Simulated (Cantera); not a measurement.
PbO + H2 + N2 (iron carbonyl, mercury and lead vapours)

Feed: 1 mol PbO, 0.076 mol H2, 28 mol N2, equilibrated at 1 atm.

These are equilibrium values from Cantera (NASA tables, ideal gas, pure condensed phases), not measurements of a reactor. Candidate condensed phases: H2O, Pb, PbO, PbO2, Pb3O4; 27 gas species. Each liquid is taken as pure. Mutual solubility and eutectic melting of coexisting phases are not modelled. Kinetics and transport are ignored.

| T (K) | log p N2 | log p H2O | log p Pb | log p PbO | log p H2 | n Pb(l) | n PbO(yellow) | n PbO(l) |
|---|---|---|---|---|---|---|---|---|
| 925 | 0.00 | -2.56 | -5.57 | -7.69 | -6.52 | 0.0759 | 0.924 | 0 |
| 950 | 0.00 | -2.56 | -5.30 | -7.28 | -6.48 | 0.0759 | 0.924 | 0 |
| 975 | 0.00 | -2.56 | -5.04 | -6.89 | -6.43 | 0.0757 | 0.924 | 0 |
| 1000 | 0.00 | -2.56 | -4.79 | -6.52 | -6.39 | 0.0755 | 0.924 | 0 |
| 1025 | 0.00 | -2.56 | -4.56 | -6.16 | -6.36 | 0.0752 | 0.924 | 0 |
| 1050 | 0.00 | -2.56 | -4.33 | -5.83 | -6.32 | 0.0747 | 0.924 | 0 |
| 1075 | 0.00 | -2.56 | -4.12 | -5.51 | -6.28 | 0.0739 | 0.924 | 0 |
| 1100 | 0.00 | -2.56 | -3.92 | -5.21 | -6.25 | 0.0726 | 0.924 | 0 |
| 1125 | 0.00 | -2.56 | -3.72 | -4.92 | -6.21 | 0.0707 | 0.924 | 0 |
| 1150 | 0.00 | -2.56 | -3.54 | -4.64 | -6.18 | 0.0680 | 0.923 | 0 |
| 1175 | 0.00 | -2.56 | -3.36 | -4.39 | -6.13 | 0.0639 | 0 | 0.923 |
log p: log10 of the partial pressure in bar; n: condensed amount in mol.

From 925 K to 1150 K the condensed part is Pb(l) + PbO(yellow). At 1175 K the condensed part is Pb(l) + PbO(l). The main Pb-bearing gas is Pb throughout.
